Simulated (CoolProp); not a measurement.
Properties of fluorine along the isotherm -66.25 °C.

Computed with CoolProp (reference Helmholtz-energy equation of state, de Reuck 1990).

```
p (MPa)          phase  cv (kJ/(kg K))  Joule-Thomson coefficient (K/MPa)
-------  -------------  --------------  ---------------------------------
2                  gas          0.5790                              3.845
4                  gas          0.5942                              3.704
6        supercritical          0.6098                              3.486
8        supercritical          0.6248                              3.234
10       supercritical          0.6380                              2.955
12       supercritical          0.6484                              2.627
14       supercritical          0.6558                              2.259
16       supercritical          0.6608                              1.895
18       supercritical          0.6642                              1.577
20       supercritical          0.6666                              1.314
```
